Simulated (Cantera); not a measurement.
An isothermal, constant-pressure homogeneous reactor starts with CO : O₂ : H₂O : N₂ = 0.011 : 0.021 : 0.00012 : 1 (molar parts), at 1300 K and 1.00 bar.

Model: GRI-Mech 3.0 (53 species, 325 reactions), integrated in Cantera.

x: mole fraction; the columns are a selection and need not sum to one.

```
t (s)         x CO    x O₂     x H₂O     x N₂O       x O     x CO₂
--------  --------  ------  --------  --------  --------  --------
2.00e-5     0.0107  0.0203  0.000116    <1e-12  9.22e-10  9.25e-10
0.000103    0.0107  0.0203  0.000116    <1e-12   4.71e-9   4.80e-9
0.000528    0.0107  0.0203  0.000116  4.31e-12       [?]       [?]
0.00271     0.0107  0.0203  0.000116  1.55e-10   2.26e-7   3.30e-7
0.0139     0.00950  0.0196   9.83e-5   5.75e-7  0.000448   0.00116
0.0717    0.000787  0.0154  0.000110   2.08e-6   8.68e-5   0.00992
0.368          [?]  0.0151  0.000116       [?]       [?]    0.0107
1.89       6.74e-7  0.0151  0.000117   2.52e-7   2.03e-7    0.0107
9.73       1.91e-8  0.0151  0.000117   9.96e-9   2.42e-8    0.0107
50.0       1.34e-8  0.0151  0.000117   8.74e-9   2.19e-8    0.0107
```

Q: Some entries are withheld; supply them.

A: 
- 0.000528, x O: 2.44e-8
- 0.000528, x CO₂: 2.68e-8
- 0.368, x CO: 3.04e-5
- 0.368, x N₂O: 1.73e-6
- 0.368, x O: 4.00e-6
